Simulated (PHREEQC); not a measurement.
Consider water at 25 °C with 0.0018 mol CaCl2 per kg of water. Closed to the air; pH follows from the charge balance.

The numbers come from PHREEQC with the ion-association model, phreeqc.dat.

No solid was allowed to form.

Question: What specific conductance does the model give?

Answer: specific conductance 452 µS/cm.
